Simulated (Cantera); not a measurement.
**Equilibrium for tantalum, niobium, vanadium and zirconium in process gases: Ta(OEt)5 + O2**

A closed system holds: 1 mol Ta(OEt)5, a varied amount of O2, held at 2550 K and 133 Pa.

Equilibrium computed with Cantera from the NASA thermochemical tables; the gas is ideal and each condensed phase is pure. Candidate condensed phases: C, C6H6, C7H8, C8H18, H2O, Ta, TaC, Ta2O5; 113 gas species. The feed counts by its element totals alone. Mutual solubility and eutectic melting of coexisting phases are not modelled. TaC: taken at fixed stoichiometry. Condensed phases not in the tables: Ta2C, N, O or C dissolved in the metal. The numbers say what is thermodynamically allowed, not how fast it happens.

| n(O2) (mol) | x H | x CO | x H2 | x H2O | x O | x OH | x TaO2 | x CO2 | x TaO | x O2 | n C(graphite) | n TaC(s) | n Ta(s) |
|---|---|---|---|---|---|---|---|---|---|---|---|---|---|
| 0.66 | 0.454 | 0.259 | 0.282 | 2.10e-9 | 7.77e-10 | 7.40e-10 | <1e-12 | 3.04e-10 | 2.11e-10 | <1e-12 | 2.40 | 1.00 | 0 |
| 0.88 | 0.448 | 0.272 | 0.275 | 2.15e-9 | 8.15e-10 | 7.66e-10 | <1e-12 | 3.35e-10 | 2.21e-10 | <1e-12 | 1.96 | 1.00 | 0 |
| 1.2 | 0.440 | 0.290 | 0.265 | 2.20e-9 | 8.67e-10 | 8.02e-10 | <1e-12 | 3.80e-10 | 2.35e-10 | <1e-12 | 1.32 | 1.00 | 0 |
| 1.6 | 0.431 | 0.310 | 0.254 | 2.26e-9 | 9.30e-10 | 8.41e-10 | <1e-12 | 4.36e-10 | 2.52e-10 | <1e-12 | 0.521 | 1.00 | 0 |
| 2.2 | 0.420 | 0.339 | 0.241 | 1.77e-6 | 7.65e-7 | 6.74e-7 | 5.11e-7 | 3.92e-7 | 0.000156 | 2.29e-12 | 0 | 0.604 | 0.391 |
| 2.9 | 0.407 | 0.344 | 0.227 | 0.000172 | 7.93e-5 | 6.78e-5 | 0.00549 | 4.13e-5 | 0.0162 | 2.46e-8 | 0 | 0 | 0.370 |
| 4 | 0.390 | 0.334 | 0.208 | 0.0158 | 0.00793 | 0.00649 | 0.0328 | 0.00400 | 0.000968 | 0.000246 | 0 | 0 | 0 |
| 5.3 | 0.358 | 0.317 | 0.176 | 0.0485 | 0.0289 | 0.0217 | 0.0328 | 0.0138 | 0.000266 | 0.00326 | 0 | 0 | 0 |
| 7.2 | 0.318 | 0.291 | 0.138 | 0.0798 | 0.0602 | 0.0402 | 0.0316 | 0.0265 | 0.000123 | 0.0142 | 0 | 0 | 0 |
x: gas mole fraction; n: condensed amount in mol.

From 0.66 mol O2 to 1.6 mol O2 the condensed part is C(graphite) + TaC(s). At 2.2 mol O2 the condensed part is Ta(s) + TaC(s). At 2.9 mol O2 the condensed part is Ta(s). From 4 mol O2 to 7.2 mol O2 nothing is condensed.
